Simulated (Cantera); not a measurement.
Thermodynamics of boron, boron nitride and boron oxide, feed B + O2 + N2 + H2

Input: 1 mol B, 0.1 mol O2, 7.1 mol N2, 180 mol H2, equilibrated at 1652 °C and 100000 Pa.

Equilibrium computed with Cantera from the NASA thermochemical tables; the gas is ideal and each condensed phase is pure. Candidate condensed phases: B, BN, B2O3, B3O3H3, H2O; 39 gas species. The numbers say what is thermodynamically allowed, not how fast it happens.

| Quantity | Value |
|---|---|
| x(H2) | 0.962 |
| x(N2) | 0.0358 |
| x(HBO) | 0.000971 |
| x(H) | 0.000938 |
| x(H2O) | 5.26e-5 |
| x(BO) | 1.48e-5 |
| x(HBO2) | 1.25e-5 |
| x(BH2) | 9.22e-6 |
| x(NH3) | 4.09e-6 |
| n(BN(s)) | 0.810 mol |
| gas amount | 186.9 mol |
| log10 activity of B(s) (absent) | -1.49 |
| log10 activity of B3O3H3(s) (absent) | -12.45 |
